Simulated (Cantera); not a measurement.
Iron carbonyl, mercury and lead vapours: Fe(CO)₅ + CO + H₂

Input: 1 mol Fe(CO)₅, 6.7 mol CO, 2.7 mol H₂, equilibrated at 2.80 mbar.

Method: chemical equilibrium by Gibbs-energy minimisation in Cantera with the NASA 1993 tables (ideal gas, pure condensed phases). Candidate condensed phases: C, C₆H₆, C₇H₈, C₈H₁₈, Fe, Fe(CO)₅, FeO, Fe(OH)₂, Fe(OH)₃, Fe₂O₃, Fe₃O₄, H₂O; 114 gas species. Condensed phases not in the tables: cementite and carbon dissolved in iron. Kinetics and transport are ignored.

```csv
T (K),x CO,x H₂,x CO₂,x H₂O,n C(graphite),n Fe(α),n Fe(γ)
798,0.659,0.204,0.128,0.00925,1.74,1.00,0
873,0.789,0.190,0.0198,0.00178,0.303,1.00,0
948,0.809,0.188,0.00321,0.000412,0.0517,1.00,0
1023,0.812,0.188,0.000660,0.000117,0.0111,1.00,0
1098,0.812,0.187,0.000169,3.92e-5,0.00294,1.00,0
1173,0.812,0.187,5.16e-5,1.51e-5,0,1.00,0
1248,0.812,0.187,1.83e-5,6.56e-6,0,0,1.000
1323,0.812,0.187,7.30e-6,3.13e-6,0,0,1.000
1398,0.812,0.187,3.24e-6,1.62e-6,0,0,1.000
1473,0.812,0.187,1.62e-6,9.26e-7,0,0,1.000
1548,0.812,0.187,1.36e-6,8.74e-7,0,0,0.998
1623,0.812,0.187,1.17e-6,8.34e-7,0,0,0.991
```
x: gas mole fraction; n: condensed amount in mol.

From 798 K to 1098 K the condensed part is C(graphite) + Fe(α). At 1173 K the condensed part is Fe(α). From 1248 K to 1623 K the condensed part is Fe(γ).
